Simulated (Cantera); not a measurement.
Input: 1 mol CH3SiCl3, 0.026 mol C2H2, 1.5 mol H2, 1.6 mol HCl, held at 1402 °C and 220 Pa.

Cantera equilibrium calculation (NASA polynomials, part measured and part estimated; ideal gas, pure solids and liquids). Candidate condensed phases: C, C6H6, C7H8, C8H18, Si, SiC; 109 gas species. The feed counts by its element totals alone. The tables' values for SiCl3, SiCl are old estimates; treat these amounts as uncertain. Equilibrium is a limit: real reactors are often held back by kinetics, nucleation or transport.

Base state: HCl 0.620, H2 0.314, SiCl2 0.0595, SiCl3 0.00282, Cl 0.00214, H 0.00139, SiCl4 0.000278, SiCl 2.64e-5 (mole fractions); condensed: C(graphite) + SiC(s).

Question: What changes in the equilibrium state with this change: temperature from 1402 °C to 627 °C?

Answer: 
| species | before | after |
|---|---|---|
| H2 | 0.314 | 0.642 |
| HCl | 0.620 | 0.182 |
| SiCl4 | 0.000278 | 0.174 |
| SiCl2 | 0.0595 | 1.02e-5 |
| Cl | 0.00214 | <1e-9 |
| H | 0.00139 | 2.00e-9 |
| C(graphite), mol | 0.435 | 0.967 |
| SiC(s), mol | 0.616 | 0.0839 |
The tables' values for SiCl3 are old estimates; treat these amounts as uncertain.
